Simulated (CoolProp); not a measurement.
The fluoroketone C6F12O (FK-5-1-12) at several states: density (kg/m³) from the reference equation and from simpler models built on Tc = 441.8 K, pc = 1.869 MPa, ω = 0.471; each cubic takes its own stable root.

Values from CoolProp's reference Helmholtz-energy equation of state, McLinden 2015.

```json
[
 {"T (K)": "283.3", "p (MPa)": "1.11", "phase": "liquid", "reference": "1651", "van der Waals": "…", "Redlich-Kwong": "…", "Soave-Redlich-Kwong": "1510", "Peng-Robinson": "…"},
 {"T (K)": "244.8", "p (MPa)": "0.35", "phase": "liquid", "reference": "1755", "van der Waals": "1024", "Redlich-Kwong": "1513", "Soave-Redlich-Kwong": "1591", "Peng-Robinson": "1790"},
 {"T (K)": "381.1", "p (MPa)": "9.37", "phase": "liquid", "reference": "…", "van der Waals": "…", "Redlich-Kwong": "1284", "Soave-Redlich-Kwong": "1327", "Peng-Robinson": "1489"},
 {"T (K)": "487.7", "p (MPa)": "0.089", "phase": "gas", "reference": "7.018", "van der Waals": "7.015", "Redlich-Kwong": "7.023", "Soave-Redlich-Kwong": "7.014", "Peng-Robinson": "7.026"},
 {"T (K)": "316.2", "p (MPa)": "0.0148", "phase": "gas", "reference": "1.796", "van der Waals": "1.788", "Redlich-Kwong": "1.791", "Soave-Redlich-Kwong": "1.794", "Peng-Robinson": "1.795"},
 {"T (K)": "428", "p (MPa)": "0.265", "phase": "gas", "reference": "…", "van der Waals": "24.70", "Redlich-Kwong": "24.90", "Soave-Redlich-Kwong": "…", "Peng-Robinson": "25.09"}
]
```

Some entries are withheld; supply them.


- 283.3, van der Waals: 976.2
- 283.3, Redlich-Kwong: 1422
- 283.3, Peng-Robinson: 1703
- 381.1, reference: 1413
- 381.1, van der Waals: 955.2
- 428, reference: 24.98
- 428, Soave-Redlich-Kwong: 24.94
